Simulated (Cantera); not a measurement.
A perfectly stirred reactor is fed with 10.8 % H₂, 7.22 % O₂, 70.0 % N₂, 11.9 % H₂O, equivalence ratio 0.75, at 0.430 bar; it is adiabatic with a 823 K inlet, and is followed from long to short residence time, starting on the burning branch (τ in s: 0.06, 0.022, 0.0083, 0.0031, 0.0011, 0.00042, 0.00016, 5.8e-05, 2.2e-05, 8e-06).

Cantera simulation using the H2/O2 subset of GRI-Mech 3.0, which has no nitrogen chemistry; the numbers are that mechanism's predictions, not measurements.

### Question
Predict: blow-out, bracketed by the residence times tried; x(H₂) at τ = 60.0 ms; x(O₂) at τ = 60.0 ms; x(H₂O) at τ = 60.0 ms; x(O) at τ = 60.0 ms; x(H) at τ = 60.0 ms; x(H₂) at τ = 0.420 ms; x(O₂) at τ = 0.420 ms; x(H₂O) at τ = 0.420 ms; x(O) at τ = 0.420 ms; x(H) at τ = 0.420 ms.

### Answer
| Property | Value |
|---|---|
| blow-out, bracketed by the residence times tried | burning at 0.160 ms, out at 58.0 µs |
| x(H₂) at τ = 60.0 ms | 0.00162 |
| x(O₂) at τ = 60.0 ms | 0.0194 |
| x(H₂O) at τ = 60.0 ms | 0.237 |
| x(O) at τ = 60.0 ms | 0.000261 |
| x(H) at τ = 60.0 ms | 0.000289 |
| x(H₂) at τ = 0.420 ms | 0.0175 |
| x(O₂) at τ = 0.420 ms | 0.0283 |
| x(H₂O) at τ = 0.420 ms | 0.210 |
| x(O) at τ = 0.420 ms | 0.00296 |
| x(H) at τ = 0.420 ms | 0.0124 |
